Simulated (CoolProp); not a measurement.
Aqueous ethylene glycol as a coolant, 30 % by mass, freezing at -14.6 °C, 1 atm.

Values from CoolProp's Melinder's fits for secondary coolants.

```
T (°C)  conductivity (W/(m K))  cp (kJ/(kg K))  density (kg/m³)  Prandtl number
------  ----------------------  --------------  ---------------  --------------
-2.8                     0.443           3.649             1046            39.5
1.3                      0.447           3.662             1045            33.5
5.4                      0.451           3.675             1043            28.6
9.6                      0.455           3.687             1042            24.5
13.7                     0.459           3.700             1040            21.3
17.9                     0.463           3.712             1039            18.5
22                       0.467           3.724             1037            16.3
26.1                     0.471           3.736             1035            14.4
30.3                     0.474           3.748             1034            12.8
34.4                     0.478           3.760             1032            11.5
38.6                     0.482           3.771             1030            10.4
```
